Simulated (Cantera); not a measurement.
Charge: 1 mol CF4, 0.33 mol F2, held at 32.0 mbar.

Method: chemical equilibrium by Gibbs-energy minimisation in Cantera with the NASA 1993 tables (ideal gas, pure condensed phases). Candidate condensed phases: C; 13 gas species. Equilibrium is a limit: real reactors are often held back by kinetics, nucleation or transport.

Q: At 3150 K, list the 6 most abundant gas species with their mole fractions, and the condensed phases.

A: F 0.825, CF 0.0979, CF2 0.0497, C3 0.0199, C 0.00471, C2 0.00272. Condensed: gas only.
